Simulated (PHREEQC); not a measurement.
Model water analysis in mg/L, 25 °C, pH 6.38, pe 8.2:

```csv
constituent,mg/L
Na,62.1
K,12.3
Ca,193
Mg,10.5
Cl,21.1
S(6) as SO4,45.3
Alkalinity as HCO3,722
Cd,30.1
Li,1.76
```

Valence states are taken as typed.

Model: ion-association model, wateq4f.dat, run in PHREEQC.

Precipitation was switched off in this run.

Q: Order these C species by the share of C that they hold, largest first: CdHCO3+, HCO3-, CaHCO3+, CO2, MgHCO3+.

A: HCO3- (54 %), CO2 (44 %), CaHCO3+ (1.8 %), CdHCO3+ (0.21 %), MgHCO3+ (0.15 %)

The pH is 6.38 and the ionic strength 0.0184 mol/kgw. Saturation is exceeded, for instance for Otavite; the values hold only as long as no solid forms. Species that the database lacks are ignored. The database's cadmium carbonate complexes are estimates of doubtful size.
